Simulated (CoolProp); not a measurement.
Model: reference Helmholtz-energy equation of state, Thol 2015, in CoolProp.

**Question.** For octamethylcyclotetrasiloxane (D4), give the phase and the density (kg/m³), cp (kJ/(kg K)), cv (kJ/(kg K)), isothermal compressibility (1/MPa) at 394.3 K and 6.41 MPa; 444.1 K and 6.41 MPa.

**Answer.** 
- 394.3 K and 6.41 MPa: liquid; density 855, cp 1.85, cv 1.58, isothermal compressibility 0.00291
- 444.1 K and 6.41 MPa: liquid; density 799, cp 1.96, cv 1.70, isothermal compressibility 0.00448
